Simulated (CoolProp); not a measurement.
Vapour-liquid equilibrium of R124 (1) + R142b (2) at 330.1 K; x and y are mole fractions of (1).

Values from CoolProp's multi-fluid Helmholtz-energy mixture model, de Vries 1995 and Lemmon 2006; pair parameters Bell 2016.

```tsv
x	bubble pressure (bar)	y at the bubble point	dew pressure at overall composition x (bar)	liquid density (mol/L)
0.05	8.173	0.054	8.170	___
0.125	___	0.134	8.227	10.04
0.2	8.294	0.212	8.284	9.958
0.275	8.356	0.291	8.343	9.873
0.35	8.419	0.368	8.404	___
0.425	8.486	0.446	___	9.704
0.5	8.559	0.522	8.537	9.620
0.575	8.637	0.598	8.612	___
0.65	8.723	0.674	8.695	9.452
0.725	8.817	0.747	8.787	9.367
0.8	8.921	0.820	___	9.281
0.875	___	0.890	9.010	9.195
0.95	9.161	0.957	9.147	9.107
```

Task: What belongs in the gaps?

Result: 
- 0.05, liquid density (mol/L): 10.13
- 0.125, bubble pressure (bar): 8.233
- 0.35, liquid density (mol/L): 9.788
- 0.425, dew pressure at overall composition x (bar): 8.468
- 0.575, liquid density (mol/L): 9.536
- 0.8, dew pressure at overall composition x (bar): 8.891
- 0.875, bubble pressure (bar): 9.035

No azeotrope shows between x = 0.05 and 0.95.

The pair parameters rest on a limited set of measurements; away from them the model extrapolates.
